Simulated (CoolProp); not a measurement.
Properties of R125 at several states.

The numbers come from the reference Helmholtz-energy equation of state, Lemmon 2005 in CoolProp.

```
T (K)  p (MPa)          phase  density (kg/m³)  cv (kJ/(kg K))
-----  -------  -------------  ---------------  --------------
214.1     1.66         liquid                ?               ?
448.1     10.4  supercritical                ?               ?
307.8    0.114            gas            5.430               ?
198.6    0.087         liquid                ?               ?
```

### Question
Complete the blanks.

### Answer

- 214.1, density (kg/m³): 1557
- 214.1, cv (kJ/(kg K)): 0.7181
- 448.1, density (kg/m³): 464.3
- 448.1, cv (kJ/(kg K)): 0.9837
- 307.8, cv (kJ/(kg K)): 0.7369
- 198.6, density (kg/m³): 1605
- 198.6, cv (kJ/(kg K)): 0.7011
